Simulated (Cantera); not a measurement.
What does this Cantera script print?

```python
import numpy as np
import cantera as ct

gas = ct.Solution("gri30.yaml")
gas.TPX = 1698, 1000000, {'CH4': 1, 'C2H6': 0.048, 'O2': 2.17, 'N2': 8.15}
reactor = ct.IdealGasReactor(gas, energy="on", clone=False)
net = ct.ReactorNet([reactor])
net.rtol, net.atol = 1e-08, 1e-16
show = ['CH4', 'C2H6', 'O2', 'OH', 'CO2']
times = np.geomspace(2e-06, 1, 12)

steps = ct.SolutionArray(gas, extra=["t"])
rows = []
print(f"{'t/s':>10s}{'T/K':>9s}{'P/Pa':>11s}" + "".join(f"{s:>11s}" for s in show))
for t in times:
    while net.time < t:
        t_next = net.step()
        steps.append(gas.state, t=t_next)
    rows.append([np.interp(t, steps.t, y) for y in (steps.T, steps.P, *steps(*show).X.T)])
    print(f"{t:10.3e}{rows[-1][0]:9.1f}{rows[-1][1]:11.4g}" + "".join(f"{x:11.3e}" for x in rows[-1][2:]))
rate = np.gradient(steps.T, steps.t)
print("integrator steps:", len(steps.t))
if steps.T.max() > steps.T[0] + 200:
    print(f"time of steepest temperature rise: {steps.t[rate.argmax()]:.4e} s")
gas.TPX = 1698, 1000000, {'CH4': 1, 'C2H6': 0.048, 'O2': 2.17, 'N2': 8.15}
gas.equilibrate("UV")
print(f"equilibrium (UV): T = {gas.T:.1f} K  " + "  ".join(f"{s} {gas[s].X[0]:.3e}" for s in show))
```

Output:

```
       t/s      T/K       P/Pa        CH4       C2H6         O2         OH        CO2
 2.000e-06   1696.0  9.991e+05  8.770e-02  3.967e-03  1.907e-01  4.170e-06  6.585e-07
 6.594e-06   1706.5  1.006e+06  8.483e-02  3.632e-03  1.886e-01  1.775e-05  2.044e-05
 2.174e-05   3196.6  1.982e+06  2.459e-13  2.090e-25  2.236e-02  2.572e-02  4.617e-02
 7.166e-05   3174.8  1.967e+06  2.886e-13  2.761e-25  1.829e-02  2.354e-02  4.548e-02
 2.363e-04   3173.2  1.966e+06  2.922e-13  2.820e-25  1.801e-02  2.338e-02  4.542e-02
 7.789e-04   3173.2  1.966e+06  2.922e-13  2.820e-25  1.801e-02  2.338e-02  4.542e-02
 2.568e-03   3173.2  1.966e+06  2.922e-13  2.820e-25  1.801e-02  2.338e-02  4.542e-02
 8.465e-03   3173.2  1.966e+06  2.922e-13  2.820e-25  1.801e-02  2.338e-02  4.542e-02
 2.791e-02   3173.2  1.966e+06  2.922e-13  2.820e-25  1.801e-02  2.338e-02  4.542e-02
 9.201e-02   3173.2  1.966e+06  2.922e-13  2.820e-25  1.801e-02  2.338e-02  4.542e-02
 3.033e-01   3173.2  1.966e+06  2.922e-13  2.820e-25  1.801e-02  2.338e-02  4.542e-02
 1.000e+00   3173.2  1.966e+06  2.922e-13  2.820e-25  1.801e-02  2.338e-02  4.542e-02
integrator steps: 1754
time of steepest temperature rise: 1.6436e-05 s
equilibrium (UV): T = 3173.2 K  CH4 3.684e-13  C2H6 4.418e-25  O2 1.801e-02  OH 2.338e-02  CO2 4.542e-02
```

Model: GRI-Mech 3.0 (53 species, 325 reactions), integrated in Cantera. Above 3000 K some thermodynamic fits are extrapolated.
